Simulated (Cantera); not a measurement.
Charge: 1 mol C, 0.042 mol CO₂, 0.31 mol H₂O, at 1130 Torr.

Cantera equilibrium calculation (NASA polynomials, part measured and part estimated; ideal gas, pure solids and liquids). Candidate condensed phases: C, C₆H₆, C₇H₈, C₈H₁₈, H₂O; 110 gas species. Equilibrium is a limit: real reactors are often held back by kinetics, nucleation or transport.

**Question.** At 2052 °C, list the 6 most abundant gas species with their mole fractions, and the condensed phases.

**Answer.** CO 0.558, H₂ 0.434, H 0.00592, C₂H₂ (acetylene) 0.00212, CH₄ 5.76e-5, CH₃ 1.47e-5. Condensed: C(graphite).
